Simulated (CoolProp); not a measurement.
The numbers come from the reference Helmholtz-energy equation of state, Lemmon 2006 in CoolProp. It is a short technical equation, of lower accuracy than the large ones.

**Question.** For hydrogen sulfide, give the phase and the viscosity (µPa s) at 329.6 K and 0.101 MPa; 470.8 K and 0.101 MPa; 499.1 K and 0.101 MPa.

**Answer.** 
- 329.6 K and 0.101 MPa: gas; viscosity 13.4
- 470.8 K and 0.101 MPa: gas; viscosity 19.2
- 499.1 K and 0.101 MPa: gas; viscosity 20.3

Viscosity comes from a separate model (Quiñones-Cisneros 2012).
